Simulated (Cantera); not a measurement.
A closed system holds: 1 mol PbO, 120 mol H2, 1.8 mol H2O, equilibrated at 2050 K and 6300 Torr.

Method: chemical equilibrium by Gibbs-energy minimisation in Cantera with the NASA 1993 tables (ideal gas, pure condensed phases). Candidate condensed phases: H2O, Pb, PbO, PbO2, Pb3O4; 12 gas species. Rates play no part.

Problem. What is the equilibrium state?

Solution. 
```
Item                                 Result
--------------------------------  ---------
x(H2)                                 0.968
x(H2O)                               0.0228
x(Pb)                               0.00813
x(H)                               0.000770
x(Pb2)                              2.46e-6
x(OH)                               1.98e-6
x(PbO)                              1.04e-6
gas amount                        122.8 mol
log10 activity of Pb(l) (absent)      -1.23
```
